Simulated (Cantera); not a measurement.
Mixture: CO : H2 : CH4 : O2 : N2 : H2O = 1 : 0.69 : 0.082 : 0.504 : 1.9 : 0.6 (molar parts), equivalence ratio 2.0, at 0.987 atm, adiabatic and at constant volume. Ignition delay is the time to a rise of 400 K.

Model: GRI-Mech 3.0 (53 species, 325 reactions), integrated in Cantera. Where the delays flatten at high temperature, the 400 K rule measures the pace of heat release, not the induction time.

**Question.** What does this change do: H2O 0.6 to 0.19 parts?

**Answer.** 
```csv
quantity,before,after
delay at 1050 K,0.914 ms,0.494 ms
delay at 1150 K,0.210 ms,0.154 ms
delay at 1250 K,92.1 µs,75.1 µs
delay at 1350 K,52.5 µs,44.7 µs
delay at 1450 K,34.2 µs,29.7 µs
apparent activation energy between 1350 and 1450 K,70 kJ/mol,67 kJ/mol
```

**Question.** What does this change do: constant pressure in place of constant volume?

**Answer.** 
```csv
quantity,before,after
delay at 1050 K,0.914 ms,0.996 ms
delay at 1150 K,0.210 ms,0.229 ms
delay at 1250 K,92.1 µs,99.3 µs
delay at 1350 K,52.5 µs,56.5 µs
delay at 1450 K,34.2 µs,37.5 µs
apparent activation energy between 1350 and 1450 K,70 kJ/mol,67 kJ/mol
```
